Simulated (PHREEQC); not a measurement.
A made-up water analysis in mg/kgw, 80 °C, pH 3.77, pe 10.5:

```tsv
constituent	mg/kgw
Na	307
K	19.8
Ca	245
Mg	163
Cl	209
S(6) as SO4	1680
Al	7.44
Cd	24.6
N(5) as NO3	17.8
Zn	18.1
```

Valence states are taken as typed.

The numbers come from PHREEQC with the ion-association model, wateq4f.dat.

Precipitation was switched off in this run.

**Question.** Predict the ionic strength, charge-balance error.

**Answer.** ionic strength 0.0438 mol/kgw; charge-balance error 1.2 %.

**Question.** In which forms is Ca present?

**Answer.** Ca+2 62 %, CaSO4 37 % of the Ca.

Saturation is exceeded, for instance for Boehmite (slow to form), Gibbsite (slow to form); the values hold only as long as no solid forms. Away from 25 °C the constants follow the database's enthalpies or fits; those with neither stay at their 25 °C values.
